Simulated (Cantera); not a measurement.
Input: 1 mol FeS, 3.6 mol SO2, 1.7 mol N2, at 1573.15 K and 1 atm.

Equilibrium computed with Cantera from the NASA thermochemical tables; the gas is ideal and each condensed phase is pure. Candidate condensed phases: Fe, FeO, FeS, FeSO4, FeS2, Fe2O3, Fe2(SO4)3, Fe3O4, S; 19 gas species. Metal and sulfide melt together well below either melting point, which pure phases cannot show. Mutual solubility and eutectic melting of coexisting phases are not modelled. The tables' stoichiometric FeO is somewhat more stable than real wüstite, so its field is too wide. FeO, FeS: taken at fixed stoichiometry. The numbers say what is thermodynamically allowed, not how fast it happens.

Base state: SO2 0.575, N2 0.309, S2 0.103, S2O 0.00681, SO 0.00578, S 2.92e-5 (mole fractions); condensed: FeO(s) + FeS(l).

Question: What changes in the equilibrium state with this change: temperature from 1573.15 K to 1375 K?

Answer: 
| species | before | after |
|---|---|---|
| SO2 | 0.575 | 0.616 |
| N2 | 0.309 | 0.317 |
| S2 | 0.103 | 0.0608 |
| S | 2.92e-5 | 2.05e-6 |
| SO | 0.00578 | 0.00138 |
| S2O | 0.00681 | 0.00495 |
| FeO(s), mol | 0.803 | 0 |
| FeS(l), mol | 0.197 | 0 |
| FeS(s), mol | 0 | 0.583 |
| Fe3O4(s), mol | 0 | 0.139 |
FeS: taken at fixed stoichiometry.
